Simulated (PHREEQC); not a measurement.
Make-up at 25 °C: 23 mmol/kgw Ba(NO3)2. Closed to the air; pH follows from the charge balance.

The numbers come from PHREEQC with the ion-association model, phreeqc.dat.

Each row changes one thing in this solution. This is a speciation only: nothing precipitates in the calculation.

```json
[
 {"case": "as made", "pH": "6.98", "BaOH+ (mol/kgw)": "3.75e-9"},
 {"case": "0.01 mol/kgw LiOH added", "pH": "…", "BaOH+ (mol/kgw)": "0.000284"},
 {"case": "Ba(NO3)2 from 0.023 to 0.046 mol/kgw", "pH": "6.97", "BaOH+ (mol/kgw)": "6.13e-9"},
 {"case": "temperature from 25 to 45 °C", "pH": "6.68", "BaOH+ (mol/kgw)": "…"},
 {"case": "Ba(NO3)2 from 0.023 to 0.0115 mol/kgw", "pH": "6.99", "BaOH+ (mol/kgw)": "…"},
 {"case": "Ba(NO3)2 from 0.023 to 0.0253 mol/kgw", "pH": "6.98", "BaOH+ (mol/kgw)": "4.02e-9"},
 {"case": "0.00063 mol/kgw Ca(OH)2 added", "pH": "…", "BaOH+ (mol/kgw)": "…"}
]
```

**Question.** What belongs in the gaps?

**Answer.** 
- 0.01 mol/kgw LiOH added, pH: 11.88
- temperature from 25 to 45 °C, BaOH+ (mol/kgw): 1.85e-9
- Ba(NO3)2 from 0.023 to 0.0115 mol/kgw, BaOH+ (mol/kgw): 2.23e-9
- 0.00063 mol/kgw Ca(OH)2 added, pH: 10.98
- 0.00063 mol/kgw Ca(OH)2 added, BaOH+ (mol/kgw): 3.72e-5

At this temperature some constants are extrapolated from 25 °C, and those without enthalpy data are left unchanged.
